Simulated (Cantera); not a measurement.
A jet of 1.56 % CH4, 10.5 % O2, 88.0 % N2 at 300 K and 0.400 bar hits a platinum plate 4.2 cm away at a mass flux of 0.059 kg/m²/s; the plate temperature is set and raised in steps from an oxygen-covered start.

Computed with Cantera and Deutschmann's 1995 Pt surface mechanism with GRI-Mech 3.0 gas chemistry. Catalytic surfaces can have several steady states; this one follows from the mechanism file's or the stated starting coverage.

x: mole fraction at the wall; θ: surface coverage.

```
plate T (K)  wall x CH4  wall x O2  wall x H2O  wall x OH  wall x CO  wall x CO2  θ free Pt   θ O*    θ OH*
-----------  ----------  ---------  ----------  ---------  ---------  ----------  ---------  -----  -------
850              0.0115     0.0959     0.00770      <1e-8    2.59e-6     0.00501     0.0917  0.907  0.00133
900             0.00805     0.0887      0.0141        ___    2.59e-6     0.00918      0.141  0.857  0.00173
950             0.00522     0.0827      0.0193        ___    2.30e-6      0.0126      0.199  0.799  0.00190
1000            0.00341     0.0789      0.0226        ___    2.01e-6      0.0148      0.260  0.738  0.00188
1050            0.00233     0.0766      0.0245        ___    1.80e-6      0.0161      0.322  0.676  0.00176
1100            0.00155     0.0753      0.0257        ___    2.26e-6      0.0167      0.385  0.613  0.00161
1150            0.00104     0.0743      0.0266        ___    2.81e-6      0.0173      0.446  0.552  0.00146
1200           0.000661     0.0735      0.0274        ___    3.53e-6      0.0177      0.506  0.493  0.00130
```

**Question.** Fill in the missing entries.

**Answer.** 
- 900, wall x OH: 1.48e-8
- 950, wall x OH: 4.49e-8
- 1000, wall x OH: 1.19e-7
- 1050, wall x OH: 2.81e-7
- 1100, wall x OH: 6.28e-7
- 1150, wall x OH: 1.26e-6
- 1200, wall x OH: 2.35e-6
